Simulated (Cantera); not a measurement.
# Dilute partial oxidation

A perfectly stirred reactor is fed with 1.96 % CH4, 0.0480 % O2, 98.0 % N2, at 11300 Torr; it is held at 1523 K, and followed from long to short residence time.

Computed with Cantera and GRI-Mech 3.0 (53 species, 325 reactions). GRI-Mech 3.0 stops at C3 and has no aromatics, soot or wall deposition, so with more carbon than oxygen in the feed, carbon stays in small species such as C2H2 where larger ones or solid carbon would form. The pressure lies above the range GRI-Mech 3.0 was tuned for (to about 10 atm).

| τ (s) | x CH4 | x O2 | x CH3 | x NO | x C2H6 | x CH2O |
|---|---|---|---|---|---|---|
| 1.2 | 0.00648 | 3.34e-6 | 5.24e-6 | 8.89e-12 | 5.13e-6 | 2.91e-8 |
| 0.50 | 0.00866 | 9.23e-6 | 7.32e-6 | 2.12e-11 | 9.98e-6 | 8.30e-8 |
| 0.21 | 0.0112 | 2.56e-5 | 1.01e-5 | 5.01e-11 | 1.96e-5 | 2.42e-7 |
| 0.090 | 0.0135 | 6.64e-5 | 1.36e-5 | 1.01e-10 | 3.62e-5 | 6.69e-7 |
| 0.038 | 0.0156 | 0.000153 | 1.75e-5 | 1.41e-10 | 6.23e-5 | 1.64e-6 |
| 0.016 | 0.0172 | 0.000280 | 2.14e-5 | 1.01e-10 | 9.47e-5 | 3.10e-6 |
| 0.0070 | 0.0183 | 0.000391 | 2.36e-5 | 3.27e-11 | 0.000116 | 4.13e-6 |
| 0.0030 | 0.0190 | 0.000451 | 2.25e-5 | 5.94e-12 | 0.000102 | 4.02e-6 |
| 0.0013 | 0.0194 | 0.000471 | 1.85e-5 | 1.32e-12 | 6.13e-5 | 2.94e-6 |
| 0.00054 | 0.0195 | 0.000477 | 1.40e-5 | <1e-12 | 2.68e-5 | 1.51e-6 |
| 0.00023 | 0.0196 | 0.000479 | 1.05e-5 | <1e-12 | 9.75e-6 | 6.08e-7 |
x: mole fraction; the columns are a selection and need not sum to one.
